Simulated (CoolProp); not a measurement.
Saturation properties of carbon monoxide (Tc = 132.9 K, pc = 3.498 MPa, ω = 0.050).

The numbers come from the reference Helmholtz-energy equation of state, Lemmon 2006 in CoolProp. It is a short technical equation, of lower accuracy than the large ones.

```json
[
 {"T (K)": "94.2", "p (MPa)": "0.3449", "liquid density (kg/m³)": "735.1", "vapour density (kg/m³)": "13.68", "enthalpy of vaporisation (kJ/kg)": "195.2", "surface tension (mN/m)": "6.89"},
 {"T (K)": "97.3", "p (MPa)": "0.4433", "liquid density (kg/m³)": "719.5", "vapour density (kg/m³)": "17.38", "enthalpy of vaporisation (kJ/kg)": "189.5", "surface tension (mN/m)": "6.26"},
 {"T (K)": "100.5", "p (MPa)": "0.5648", "liquid density (kg/m³)": "702.7", "vapour density (kg/m³)": "21.98", "enthalpy of vaporisation (kJ/kg)": "183.2", "surface tension (mN/m)": "5.62"},
 {"T (K)": "103.6", "p (MPa)": "0.7039", "liquid density (kg/m³)": "685.7", "vapour density (kg/m³)": "27.31", "enthalpy of vaporisation (kJ/kg)": "176.6", "surface tension (mN/m)": "5.00"},
 {"T (K)": "106.8", "p (MPa)": "0.8718", "liquid density (kg/m³)": "667.1", "vapour density (kg/m³)": "33.88", "enthalpy of vaporisation (kJ/kg)": "169.2", "surface tension (mN/m)": "4.38"},
 {"T (K)": "110", "p (MPa)": "1.067", "liquid density (kg/m³)": "647.4", "vapour density (kg/m³)": "41.74", "enthalpy of vaporisation (kJ/kg)": "161.1", "surface tension (mN/m)": "3.77"},
 {"T (K)": "113.1", "p (MPa)": "1.283", "liquid density (kg/m³)": "627.0", "vapour density (kg/m³)": "50.88", "enthalpy of vaporisation (kJ/kg)": "152.4", "surface tension (mN/m)": "3.19"},
 {"T (K)": "116.3", "p (MPa)": "1.538", "liquid density (kg/m³)": "604.1", "vapour density (kg/m³)": "62.27", "enthalpy of vaporisation (kJ/kg)": "142.3", "surface tension (mN/m)": "2.60"},
 {"T (K)": "119.5", "p (MPa)": "1.828", "liquid density (kg/m³)": "578.8", "vapour density (kg/m³)": "76.29", "enthalpy of vaporisation (kJ/kg)": "130.8", "surface tension (mN/m)": "2.03"},
 {"T (K)": "122.6", "p (MPa)": "2.144", "liquid density (kg/m³)": "551.1", "vapour density (kg/m³)": "93.34", "enthalpy of vaporisation (kJ/kg)": "117.9", "surface tension (mN/m)": "1.50"}
]
```

It boils at 81.6 K under 1 atm.

Surface tension comes from a separate correlation (Mulero 2012).
